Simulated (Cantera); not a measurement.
Al + H₂O + H₂ (aluminium nitride and oxide growth)

Feed: 1 mol Al, 16 mol H₂O, 26 mol H₂, at 702 °C and 48.0 Torr.

Equilibrium computed with Cantera from the NASA thermochemical tables; the gas is ideal and each condensed phase is pure. Candidate condensed phases: Al, Al₂O₃, H₂O; 19 gas species. Equilibrium is a limit: real reactors are often held back by kinetics, nucleation or transport.

| Property | Value |
|---|---|
| x(H₂) | 0.655 |
| x(H₂O) | 0.345 |
| n(Al₂O₃(s)) | 0.500 mol |
| gas amount | 42.00 mol |
| log10 activity of Al(l) (absent) | -20.68 |
